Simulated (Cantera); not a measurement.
Input: 1 mol (CH3)2SiCl2, 0.046 mol C2H2, 7.7 mol H2, 0.074 mol C3H8, equilibrated at 75.0 Torr.

Method: chemical equilibrium by Gibbs-energy minimisation in Cantera with the NASA 1993 tables (ideal gas, pure condensed phases). Candidate condensed phases: C, C6H6, C7H8, C8H18, Si, SiC; 109 gas species. The feed counts by its element totals alone. The tables' values for SiCl3 are old estimates; treat these amounts as uncertain. Kinetics and transport are ignored.

Problem. At 1302 °C, list the 5 most abundant gas species with their mole fractions, and the condensed phases.

Solution. H2 0.835, HCl 0.164, SiCl2 0.00105, CH4 0.000127, H 0.000120. Condensed: C(graphite) + SiC(s).
